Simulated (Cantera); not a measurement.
# Equilibrium for abatement and gas-phase synthesis: HCl + O2

Feed: 1 mol HCl, 0.85 mol O2, equilibrated at 0.133 bar.

Method: chemical equilibrium by Gibbs-energy minimisation in Cantera with the NASA 1993 tables (ideal gas, pure condensed phases). Candidate condensed phases: H2O; 14 gas species. The numbers say what is thermodynamically allowed, not how fast it happens.

```tsv
T (K)	x HCl	x O2	x Cl2	x H2O	x Cl
623	0.107	0.392	0.251	0.251	6.65e-8
773	0.228	0.411	0.181	0.181	5.70e-6
923	0.325	0.426	0.124	0.124	0.000108
1073	0.389	0.436	0.0870	0.0874	0.000869
1223	0.427	0.441	0.0628	0.0649	0.00411
1373	0.447	0.442	0.0453	0.0520	0.0134
1523	0.451	0.439	0.0305	0.0468	0.0325
1673	0.439	0.432	0.0181	0.0486	0.0612
1823	0.416	0.421	0.00964	0.0565	0.0945
```
x: gas mole fraction; nothing condenses.

From 623 K to 1823 K nothing is condensed.
